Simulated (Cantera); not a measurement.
**Low-pressure radical oxidation in H2/O2**

A perfectly stirred reactor is fed with H2 : O2 = 0.072 : 1 (molar parts), at 3.68 Torr; it is held at 1250 K, and followed from long to short residence time.

Cantera simulation using the H2/O2 subset of GRI-Mech 3.0, which has no nitrogen chemistry; the numbers are that mechanism's predictions, not measurements. Radical loss at walls, strong at low pressure, is not modelled. The temperature is held fixed by assumption; the heat of reaction is taken as removed at once.

```
τ (s)       x H2   x O2   x H2O   x H2O2     x O     x OH    x HO2
------  --------  -----  ------  -------  ------  -------  -------
0.40    0.000877  0.908  0.0638  4.15e-8  0.0199  0.00373  1.20e-6
0.15     0.00134  0.898  0.0610  4.28e-8  0.0286  0.00447  1.31e-6
0.059    0.00194  0.890  0.0583  4.46e-8  0.0349  0.00507  1.37e-6
0.023    0.00302  0.886  0.0556  4.96e-8  0.0374  0.00569  1.42e-6
0.0089   0.00536  0.887  0.0520  6.05e-8  0.0360  0.00652  1.46e-6
0.0034    0.0107  0.891  0.0458  7.76e-8  0.0309  0.00753  1.46e-6
0.0013    0.0222  0.900  0.0349  8.95e-8  0.0225  0.00795  1.38e-6
```
x: mole fraction; the columns are a selection and need not sum to one.
